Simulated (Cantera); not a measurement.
Charge: 1 mol Si, 0.43 mol CO₂, 360 mol H₂, at 10.0 mbar.

Cantera equilibrium calculation (NASA polynomials, part measured and part estimated; ideal gas, pure solids and liquids). Candidate condensed phases: C, C₆H₆, C₇H₈, C₈H₁₈, H₂O, Si, SiC, SiO₂; 123 gas species. Mutual solubility and eutectic melting of coexisting phases are not modelled. The tables hold silica as quartz up to 1696 K and as liquid above; real silica turns to tridymite and cristobalite and melts near 1996 K. Gases not in the tables: Si₂H₆ and higher silanes. The numbers say what is thermodynamically allowed, not how fast it happens.

Q: Which condensed phases are stable at each of these points (T (K)): 1100, 1200, 1300, 1400, 1500, 1600, 1700, 1800, 1900, 2000, 2100, 2200?

A: 
```csv
T (K),condensed phases,Si condensed (%)
1100,Si(s) + SiC(s) + SiO₂(β-quartz),99.9
1200,Si(s) + SiC(s) + SiO₂(β-quartz),98.1
1300,Si(s) + SiC(s) + SiO₂(β-quartz),72.6
1400,SiC(s),28.5
1500,SiC(s),28.5
1600,SiC(s),28.4
1700,SiC(s),27.6
1800,SiC(s),24.1
1900,SiC(s),12.2
2000,gas only,0.0
2100,gas only,0.0
2200,gas only,0.0
```

From 1100 K to 1300 K the condensed part is Si(s) + SiC(s) + SiO₂(β-quartz). From 1400 K to 1900 K the condensed part is SiC(s). From 2000 K to 2200 K nothing is condensed.
